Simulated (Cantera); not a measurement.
An adiabatic, constant-volume homogeneous reactor starts with CH₄ : CO : O₂ : N₂ = 1 : 0.19 : 2.21 : 14.1 (molar parts), at 1625 K and 10.0 bar.

Model: GRI-Mech 3.0 (53 species, 325 reactions), integrated in Cantera.

One state of this run: T (K) = 2862; P (bar) = 17.8; x CH₄ = <1e-12; x CO = 0.0201; x O₂ = 0.0120; x N₂O = 2.29e-6; x H₂O₂ = 6.52e-7. x: mole fraction; the columns are a selection and need not sum to one.

Problem. Which value of t (s) does it belong to?
(A) 9.00e-6
(B) 2.17e-5
(C) 0.000126
(D) 0.0102

Solution. D, 0.0102
